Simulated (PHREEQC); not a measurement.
0.62 g of hydrous ferric oxide (600 m²/g; 0.2 weak and 0.005 strong sites per Fe, Dzombak-Morel constants, diffuse double layer) in 1 kg of water with 0.05 mol/kgw of an inert sodium salt and 0.007 mmol/kgw H3BO3 and 0.71 mmol/kgw NaH2PO4, at 25 °C; the pH is set by adding NaOH or the inert anion's acid. O2 is buffered at 0.21 atm. CO2 from the air is kept out. Precipitation was switched off in this run.

All values are PHREEQC results (ion-association model, wateq4f.dat), not measurements.

| pH | B sorbed (%) | P sorbed (%) | surface charge σ (C/m²) | surface potential ψ (mV) |
|---|---|---|---|---|
| 3 | 0.0 | 100.0 | 0.157 | 127 |
| 3.67 | 0.0 | 99.9 | 0.121 | 114 |
| 4.33 | 0.0 | 99.9 | 0.081 | 95 |
| 5 | 0.0 | 99.8 | 0.048 | 70 |
| 5.67 | 0.0 | 99.6 | 0.023 | 41 |
| 6.33 | 0.0 | 98.8 | 0.005 | 10 |
| 7 | 0.1 | 95.6 | -0.010 | -19 |
| 7.67 | 0.1 | 84.7 | -0.024 | -42 |
| 8.33 | 0.2 | 63.2 | -0.037 | -58 |
| 9 | 0.2 | 36.2 | -0.050 | -72 |
| 9.67 | 0.1 | 14.3 | -0.068 | -86 |
| 10.33 | 0.0 | 2.9 | -0.102 | -105 |
| 11 | 0.0 | 0.4 | -0.161 | -127 |

Species that the database lacks are ignored. H3PO4, which wateq4f.dat lacks, is added to it with the constant of phreeqc.dat. The oxide is taken as insoluble; below pH 4 it would dissolve.
